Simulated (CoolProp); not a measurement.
Acetone at several states: fugacity coefficient from the reference equation and from simpler models built on Tc = 235.0 °C, pc = 4.692 MPa, ω = 0.307; each cubic takes its own stable root.

Computed with CoolProp (reference Helmholtz-energy equation of state, Lemmon 2006). It is a short technical equation, of lower accuracy than the large ones.

```tsv
T (°C)	p (MPa)	phase	reference
-75.95	0.0695	liquid	0.0003613
125.85	0.218	gas	0.9550
0.85	0.315	liquid	0.03078
274.75	0.127	gas	0.9918
267.15	0.0109	gas	0.9993
```

How far does each simpler model (Redlich-Kwong, Peng-Robinson) lie from the reference over these 5 states: mean and median of the absolute difference, and the worst?


- Redlich-Kwong: mean 133.1 %, median 1.5 %, worst +469.9 % at -75.95 °C and 0.0695 MPa
- Peng-Robinson: mean 0.9 %, median 0.5 %, worst +3.0 % at -75.95 °C and 0.0695 MPa
